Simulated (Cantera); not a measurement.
Feed: 1 mol B2H6, 2 mol O2, equilibrated at 10.0 mbar.

Equilibrium computed with Cantera from the NASA thermochemical tables; the gas is ideal and each condensed phase is pure. Candidate condensed phases: B, B2O3, B3O3H3, H2O; 23 gas species. The feed counts by its element totals alone. Gases not in the tables: H3BO3. Kinetics and transport are ignored.

Question: Which condensed phases are stable at each of these points (T (K)): 1600, 1700, 1800, 1900, 2000, 2100, 2200, 2300, 2400?

Answer: 
```json
[
 {"T (K)": "1600", "condensed phases": "B2O3(l)", "B condensed (%)": "54.8"},
 {"T (K)": "1700", "condensed phases": "B2O3(l)", "B condensed (%)": "1.5"},
 {"T (K)": "1800", "condensed phases": "gas only", "B condensed (%)": "0.0"},
 {"T (K)": "1900", "condensed phases": "gas only", "B condensed (%)": "0.0"},
 {"T (K)": "2000", "condensed phases": "gas only", "B condensed (%)": "0.0"},
 {"T (K)": "2100", "condensed phases": "gas only", "B condensed (%)": "0.0"},
 {"T (K)": "2200", "condensed phases": "gas only", "B condensed (%)": "0.0"},
 {"T (K)": "2300", "condensed phases": "gas only", "B condensed (%)": "0.0"},
 {"T (K)": "2400", "condensed phases": "gas only", "B condensed (%)": "0.0"}
]
```

From 1600 K to 1700 K the condensed part is B2O3(l). From 1800 K to 2400 K nothing is condensed.
